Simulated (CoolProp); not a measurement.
Vapour-liquid equilibrium of toluene (1) + p-xylene (2) at 90.35 °C; x and y are mole fractions of (1).

Model: multi-fluid Helmholtz-energy mixture model, Lemmon 2006 and Zhou 2012; pair parameters Bell 2016, in CoolProp.

```csv
x,bubble pressure (bar),y at the bubble point,dew pressure at overall composition x (bar),liquid density (mol/L)
0.05,0.2456,0.111,0.2365,7.575
0.15,0.2780,0.296,0.2517,7.679
0.25,0.3107,0.443,0.2692,7.786
0.35,0.3433,0.562,0.2892,7.895
0.45,0.3757,0.660,0.3124,8.007
0.55,0.4078,0.742,0.3397,8.122
0.65,0.4395,0.813,0.3721,8.240
0.75,0.4710,0.874,0.4109,8.361
0.85,0.5023,0.928,0.4581,8.485
0.95,0.5334,0.977,0.5157,8.613
```

No azeotrope shows between x = 0.05 and 0.95.

The pair parameters rest on a limited set of measurements; away from them the model extrapolates.
